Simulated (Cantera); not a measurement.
Cantera run:

```python
import numpy as np
import cantera as ct

gas_names = """
    C CO CO2 C2 C2O C3 C3O2 C4 C5 O O2 O3 Ta TaO TaO2
""".split()
cond_names = """
    C(gr) Ta(cr) Ta(L) TaC(s) TaC(L) Ta2O5(s) Ta2O5(L)
""".split()


# ... load() reads the species with a 1 bar reference pressure and builds the phases ...
atoms = {
    'Ta2O5': {'Ta': 2, 'O': 5},
    'CO': {'C': 1, 'O': 1},
}
top_T = {'C(gr)': 4500}  # K; cautious upper limits of use, not melting points


# ... equilibrate(T, P, feed) seeds the gas with the atoms and calls Mixture.equilibrate('TP', solver="vcs", rtol=1e-11, max_steps=5000) ...
results = []
feed = {'Ta2O5': 1, 'CO': 11}  # mol
P = 1333.22  # Pa
for T in [1525, 1625, 1725, 1825, 1925, 2025, 2125, 2225]:
    mix = equilibrate(T, P, feed)
    results.append((T, P, feed, dict(zip(mix.species_names, mix.species_moles))))

top = {s: max(r[3][s] / sum(r[3][g] for g in gas_names) for r in results) for s in gas_names}
cols = sorted((s for s in top if top[s] > 1e-05), key=lambda s: -top[s])[:7]
seen = [c for c in cond_names if any(r[3].get(c, 0) > 1e-12 for r in results)]
print("log10 of partial pressures in bar; condensed amounts in mol")
print(f"{'T/K':>10s}" + "".join(f"{s[:9]:>10s}" for s in cols + seen))
for T, P, feed, n in results:
    ng = sum(n[g] for g in gas_names)
    print(f"{T:10.4g}" + "".join(f"{np.log10(max(n[s] / ng * P / 1e5, 1e-99)):10.3f}" for s in cols)
          + "".join(f"{n.get(c, 0):10.4g}" for c in seen))
```

Result:

```
log10 of partial pressures in bar; condensed amounts in mol
       T/K        CO      TaO2       CO2       TaO    Ta(cr)    TaC(s)  Ta2O5(s)  Ta2O5(L)
      1525    -1.875   -11.317    -5.095   -13.140         0  0.001896    0.9991         0
      1625    -1.875    -9.945    -5.098   -11.528         0  0.001882    0.9991         0
      1725    -1.875    -8.738    -5.100   -10.107         0  0.001871    0.9991         0
      1825    -1.875    -7.668    -5.102    -8.846         0   0.00186    0.9991         0
      1925    -1.875    -6.713    -5.104    -7.719         0  0.001827     0.999         0
      2025    -1.875    -5.857    -5.105    -6.707         0   0.00162    0.9985         0
      2125    -1.876    -5.131    -5.112    -5.833 0.0006072         0         0     0.996
      2225    -1.876    -4.653    -4.809    -5.529         0         0         0    0.9896
```

Cantera equilibrium calculation (NASA polynomials, part measured and part estimated; ideal gas, pure solids and liquids). Mutual solubility and eutectic melting of coexisting phases are not modelled. TaC: taken at fixed stoichiometry. Condensed phases not in the tables: Ta2C, N, O or C dissolved in the metal.
